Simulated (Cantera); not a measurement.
Input (Python, Cantera):

```python
import numpy as np
import cantera as ct

surf = ct.Interface("ptcombust.yaml", "Pt_surf")
gas = surf.adjacent["gas"]
gas.TPX = 300, 10000, {'H2': 0.024, 'O2': 0.13, 'N2': 0.79}
jet = ct.ImpingingJet(gas=gas, width=0.071, surface=surf)
jet.inlet.mdot, jet.inlet.T, jet.inlet.X = 0.031, 300, {'H2': 0.024, 'O2': 0.13, 'N2': 0.79}
jet.set_refine_criteria(ratio=10, slope=0.2, curve=0.3)
show, cover = ['H2', 'O2', 'H2O', 'OH'], ["PT(S)", "H(S)", "O(S)", "OH(S)", "CO(S)", "C(S)"]

rows = []
print(f"{'Ts/K':>7s}" + "".join(f"{s:>11s}" for s in show + cover) + "   (gas at the wall, coverages)")
for i, Ts in enumerate([700, 750, 800, 850, 900]):
    jet.surface.T = Ts
    if i == 0:
        surf.TP = Ts, 10000
        surf.coverages = "PT(S):0.5, O(S):0.5"
        surf.advance_coverages(1.0)
        jet.set_initial_guess(products="inlet")
    jet.solve(loglevel=0, auto=(i == 0))
    rows.append([*(jet.X[gas.species_index(s), -1] for s in show), *surf[cover].coverages])
    print(f"{Ts:7g}" + "".join(f"{x:11.3e}" for x in rows[-1]))
```

It prints:

```
   Ts/K         H2         O2        H2O         OH      PT(S)       H(S)       O(S)      OH(S)      CO(S)       C(S)   (gas at the wall, coverages)
    700  2.027e-03  1.128e-01  4.492e-02  1.617e-10  4.062e-02  2.169e-09  9.568e-01  2.604e-03 -2.585e-23  4.855e-34
    750  1.526e-03  1.124e-01  4.564e-02  9.546e-10  5.714e-02  5.411e-09  9.406e-01  2.235e-03  1.060e-19  1.242e-27
    800  1.027e-03  1.119e-01  4.637e-02  4.139e-09  8.999e-02  1.602e-08  9.079e-01  2.088e-03  2.394e-19  9.216e-28
    850  7.061e-04  1.116e-01  4.678e-02  1.473e-08  1.370e-01  4.414e-08  8.610e-01  1.957e-03  3.714e-20  9.106e-27
    900  5.232e-04  1.115e-01  4.693e-02  4.476e-08  1.937e-01  1.058e-07  8.045e-01  1.798e-03  1.056e-21  3.985e-24
```

Computed with Cantera and Deutschmann's 1995 Pt surface mechanism with GRI-Mech 3.0 gas chemistry. Catalytic surfaces can have several steady states; this one follows from the mechanism file's or the stated starting coverage.
